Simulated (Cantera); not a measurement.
## Transport properties of process gases

Gas mixture: CH3OH : C2H4 = 0.055 : 0.74 (molar parts), at 2400 Pa, frozen composition.

Cantera's kinetic-theory transport with the Lennard-Jones parameters of GRI-Mech 3.0, ideal gas; thermal conductivity in the mixture-averaged form. Polar gases are described roughly by these parameters. The composition is frozen, though it would react at the higher temperatures.

| T (K) | ρ (kg/m³) | cp (J/kg/K) | μ (µPa s) | λ (mW/m/K) | Pr | D (cm²/s) NH3 | D (cm²/s) NO | D (cm²/s) CH3 |
|---|---|---|---|---|---|---|---|---|
| 400 | 0.0204 | 1855 | 13.3 | 33.2 | 0.744 | 11.7 | 11.3 | 12.3 |
| 550 | 0.0149 | 2349 | 17.8 | 55.8 | 0.748 | 21.8 | 19.9 | 22.0 |
| 700 | 0.0117 | 2748 | 21.7 | 79.7 | 0.750 | 34.3 | 30.3 | 33.6 |
| 850 | 0.00962 | 3041 | 25.4 | 104 | 0.744 | 49.0 | 42.3 | 47.1 |
| 1000 | 0.00818 | 3311 | 28.7 | 127 | 0.748 | 65.8 | 55.7 | 62.3 |
| 1150 | 0.00711 | 3517 | 31.8 | 149 | 0.748 | 84.3 | 70.6 | 79.1 |
| 1300 | 0.00629 | 3689 | 34.7 | 171 | 0.748 | 105 | 86.7 | 97.3 |
| 1450 | 0.00564 | 3832 | 37.4 | 192 | 0.747 | 126 | 104 | 117 |
D: mixture-averaged diffusion coefficient of that species in the mixture.
